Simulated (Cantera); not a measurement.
Mixture: CH3OH : O2 : N2 = 1 : 1.36 : 5.13 (molar parts), equivalence ratio 1.1, at 3.20 bar, adiabatic and at constant volume. Ignition delay is the time to a rise of 400 K.

Cantera simulation using GRI-Mech 3.0 (53 species, 325 reactions); the numbers are that mechanism's predictions, not measurements. GRI-Mech 3.0 was tuned for natural gas; its chemistry of methanol as a main component is partial and can be far from experiment.

Problem. What does this change do: N2 5.13 to 8.4 parts?

Solution. 
| quantity | before | after |
|---|---|---|
| delay at 1275 K | 1.04 ms | 1.19 ms |
| delay at 1475 K | 89.0 µs | 0.105 ms |
| delay at 1675 K | 15.7 µs | 19.6 µs |
| delay at 1875 K | 4.32 µs | 5.69 µs |
| apparent activation energy between 1775 and 1975 K | 160 kJ/mol | 160 kJ/mol |
